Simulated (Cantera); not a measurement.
A freely propagating, adiabatic, planar premixed flame of 45.2 % H₂, 9.41 % O₂, 35.4 % N₂, 9.95 % H₂O, unburnt at 650 K and 0.133 bar; mixture-averaged transport, grid criteria slope 0.08 and curve 0.16, no radiation.

Computed with Cantera and the H2/O2 subset of GRI-Mech 3.0, which has no nitrogen chemistry. Burning velocities carry a grid error of a few per cent, more on coarse grids.

x: mole fraction of selected species; z is measured from the peak of heat release.

| z (mm) | T (K) | u (m/s) | x H₂ | x O₂ | x H₂O | x HO₂ | x OH | x H |
|---|---|---|---|---|---|---|---|---|
| -18.9 | 650 | 7.19 | 0.452 | 0.0941 | 0.0995 | <1e-8 | <1e-8 | <1e-8 |
| -12.6 | 650 | 7.19 | 0.452 | 0.0941 | 0.0995 | <1e-8 | <1e-8 | <1e-8 |
| -9.44 | 650 | 7.19 | 0.452 | 0.0941 | 0.0995 | <1e-8 | <1e-8 | <1e-8 |
| -6.29 | 650 | 7.19 | 0.452 | 0.0941 | 0.0995 | 8.83e-7 | <1e-8 | 5.95e-7 |
| -3.15 | 660 | 7.30 | 0.451 | 0.0939 | 0.100 | 4.93e-5 | 1.96e-5 | 0.000495 |
| -1.57 | 767 | 8.39 | 0.431 | 0.0901 | 0.112 | 3.52e-5 | 0.000179 | 0.00883 |
| 0 | 1072 | 11.5 | 0.326 | 0.0555 | 0.187 | 1.34e-5 | 0.00120 | 0.0619 |
| 1.57 | 1288 | 13.7 | 0.235 | 0.00742 | 0.282 | 1.61e-6 | 0.00211 | 0.103 |
| 3.15 | 1369 | 14.5 | 0.228 | 0.00106 | 0.296 | 2.14e-7 | 0.00234 | 0.101 |
| 6.29 | 1456 | 15.3 | 0.235 | ? | 0.299 | ? | ? | ? |
| 12.6 | 1557 | 16.2 | 0.245 | 0.000451 | 0.301 | 7.79e-8 | 0.00312 | 0.0741 |
| 25.2 | 1662 | 17.2 | 0.255 | ? | 0.304 | ? | 0.00324 | ? |
| 50.4 | 1761 | 18.1 | 0.264 | 0.000201 | 0.307 | 3.47e-8 | 0.00302 | 0.0432 |

Complete the blanks.


- 6.29, x O₂: 0.000555
- 6.29, x HO₂: 1.03e-7
- 6.29, x OH: 0.00276
- 6.29, x H: 0.0891
- 25.2, x O₂: 0.000325
- 25.2, x HO₂: 5.43e-8
- 25.2, x H: 0.0583
